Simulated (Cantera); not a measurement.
Equilibrium for chlorosilane synthesis and conversion: Si + Cl2 + H2 + HCl

Input: 1 mol Si, 0.53 mol Cl2, 1.1 mol H2, 6 mol HCl, equilibrated at 1.00 bar.

Method: chemical equilibrium by Gibbs-energy minimisation in Cantera with the NASA 1993 tables (ideal gas, pure condensed phases). Candidate condensed phases: Si; 19 gas species. The tables' values for SiCl3 are old estimates; treat these amounts as uncertain. Kinetics and transport are ignored.

| T (K) | log p HCl | log p H2 | log p SiCl4 | log p SiCl3 | log p SiCl2 | log p SiHCl3 | log p SiH2Cl2 |
|---|---|---|---|---|---|---|---|
| 823 | -0.34 | -0.41 | -0.82 | -6.57 | -10.37 | -3.82 | -7.89 |
| 923 | -0.34 | -0.41 | -0.82 | -5.37 | -8.31 | -3.35 | -6.88 |
| 1023 | -0.33 | -0.41 | -0.82 | -4.40 | -6.66 | -2.98 | -6.08 |
| 1123 | -0.33 | -0.41 | -0.83 | -3.62 | -5.31 | -2.67 | -5.43 |
| 1223 | -0.33 | -0.42 | -0.84 | -2.97 | -4.20 | -2.43 | -4.90 |
| 1323 | -0.33 | -0.42 | -0.85 | -2.43 | -3.28 | -2.24 | -4.48 |
| 1423 | -0.32 | -0.43 | -0.89 | -2.01 | -2.53 | -2.11 | -4.16 |
| 1523 | -0.30 | -0.46 | -0.97 | -1.70 | -1.96 | -2.07 | -3.97 |
log p: log10 of the partial pressure in bar; nothing condenses.

From 823 K to 1523 K nothing is condensed. The main Si-bearing gas is SiCl4 throughout.
